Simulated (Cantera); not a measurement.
Equilibrium for calcination and drying: Mg(OH)₂ + H₂O + H₂

Feed: 1 mol Mg(OH)₂, 1.6 mol H₂O, 1.9 mol H₂, equilibrated at 1725 °C and 0.100 bar.

Method: chemical equilibrium by Gibbs-energy minimisation in Cantera with the NASA 1993 tables (ideal gas, pure condensed phases). Candidate condensed phases: H₂O, Mg, MgO, Mg(OH)₂; 15 gas species. Kinetics and transport are ignored.

The x(H₂O) comes out as 0.576, the x(H₂) is 0.420 and the x(H) is 0.00329. The x(OH) is 0.000449 and the x(Mg) is 0.000108. The x(Mg(OH)₂) is 2.23e-5. The x(MgOH) is 1.96e-5, the x(O) is 2.58e-6 and the x(O₂) is 1.52e-6. The n(MgO(s)) comes out as 0.999 mol and the gas amount is 4.509 mol. The log10 activity of Mg(l) (absent) comes out as -6.48.
